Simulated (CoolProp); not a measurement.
Chlorine along the isotherm -33.25 °C: density (kg/m³) from the reference equation and from simpler models built on Tc = 143.7 °C, pc = 7.642 MPa, ω = 0.070; each cubic takes its own stable root.

Values from CoolProp's reference Helmholtz-energy equation of state, Thol 2021.

```tsv
p (MPa)	phase	reference	van der Waals	Redlich-Kwong	Soave-Redlich-Kwong	Peng-Robinson
1.25	liquid	1564	981.7	1448	1444	1629
2.5	liquid	1566	985.2	1451	1446	1631
3.75	liquid	1568	988.5	1453	1449	1634
5	liquid	1570	991.8	1455	1451	1636
6.25	liquid	1572	994.9	1458	1454	1638
7.5	liquid	1574	997.9	1460	1456	1640
8.75	liquid	1576	1001	1462	1458	1643
10	liquid	1578	1004	1464	1461	1645
11.2	liquid	1580	1006	1466	1463	1647
12.5	liquid	1582	1009	1469	1465	1649
13.8	liquid	1584	1012	1471	1467	1651
15	liquid	1585	1014	1473	1469	1653
16.2	liquid	1587	1016	1475	1471	1655
17.5	liquid	1589	1019	1477	1473	1657
18.8	liquid	1591	1021	1479	1476	1659
20	liquid	1593	1023	1481	1477	1661
```
